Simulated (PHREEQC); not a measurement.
HCl is added in steps, without added water, to 1 kg of water holding 0.036 mol CuCl2, 0.00023 mol HBF4 and 0.15 mol Na2SO4, at 20 °C. Oxygen alone is held at its pressure in air (log pO2 = -0.68). CO2 from the air is kept out. No solid was allowed to form.

Base run: PHREEQC, ion-association model, wateq4f.dat. Each further column changes one thing. The table gives HF (mol/kgw).

```
HCl added (mol)      base  CuCl2 replaced by NiCl2 at the same molality  diluted 100-fold with water  CuCl2 from 0.036 to 0.0072 mol/kgw  solids may form
---------------  --------  --------------------------------------------  ---------------------------  ----------------------------------  ---------------
0                0.000111                                      0.000110                   (withheld)                            0.000109         0.000111
0.0013           0.000231                                      0.000229                      5.36e-6                            0.000228         0.000231
0.0026           0.000322                                      0.000320                      6.76e-6                            0.000319         0.000322
0.00455          0.000422                                      0.000419                   (withheld)                            0.000418         0.000422
0.00585          0.000472                                      0.000470                      7.91e-6                            0.000469         0.000472
0.00715          0.000514                                      0.000511                   (withheld)                            0.000510         0.000514
0.00845          0.000548                                      0.000546                      8.26e-6                            0.000545         0.000548
0.0104           0.000590                                      0.000588                      8.41e-6                            0.000587         0.000590
0.0117           0.000614                                      0.000611                   (withheld)                            0.000611         0.000614
0.013            0.000634                                      0.000632                      8.55e-6                            0.000631         0.000634
```

Task: Fill in the missing entries.

Result: 
- 0, diluted 100-fold with water: 9.40e-8
- 0.00455, diluted 100-fold with water: 7.61e-6
- 0.00715, diluted 100-fold with water: 8.11e-6
- 0.0117, diluted 100-fold with water: 8.49e-6

Real BF4- forms and hydrolyses slowly; the run takes it at equilibrium. Solids allowed in the column 'solids may form': Cu(OH)2, Brochantite, Antlerite, Atacamite, Halite, Mirabilite, Chalcanthite, CuF2:2H2O.
